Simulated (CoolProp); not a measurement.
Vapour-liquid equilibrium of CHF3 (R23) (1) + R227EA (2) at -43.85 °C; x and y are mole fractions of (1).

Model: multi-fluid Helmholtz-energy mixture model, Penoncello 2003 and Lemmon 2016; pair parameters Bell 2016, in CoolProp.

```csv
x,bubble pressure (MPa),y at the bubble point,dew pressure at overall composition x (MPa),liquid density (mol/L)
0.05,0.05615,?,0.02728,?
0.125,0.1044,0.773,0.02955,10.29
0.2,0.1541,0.856,0.03223,10.73
0.275,0.2033,?,0.03545,11.20
0.35,0.2508,0.923,0.03938,11.70
0.425,0.2957,0.940,0.04428,12.24
0.5,0.3381,0.952,?,12.82
0.575,0.3783,0.962,0.05891,13.45
0.65,0.4171,0.969,0.07055,14.14
0.725,0.4554,?,?,14.89
0.8,0.4944,0.983,0.1167,?
0.875,0.5353,?,0.1733,16.62
0.95,0.5793,0.995,0.3294,17.64
```

What belongs in the gaps?


- 0.05, y at the bubble point: 0.553
- 0.05, liquid density (mol/L): 9.879
- 0.275, y at the bubble point: 0.898
- 0.5, dew pressure at overall composition x (MPa): 0.05056
- 0.725, y at the bubble point: 0.976
- 0.725, dew pressure at overall composition x (MPa): 0.08794
- 0.8, liquid density (mol/L): 15.71
- 0.875, y at the bubble point: 0.989

No azeotrope shows between x = 0.05 and 0.95.

The pair parameters rest on a limited set of measurements; away from them the model extrapolates. The gap from Raoult's law changes sign with composition, which may be real or a fault of the pair parameters; it wasn't checked against measurements.
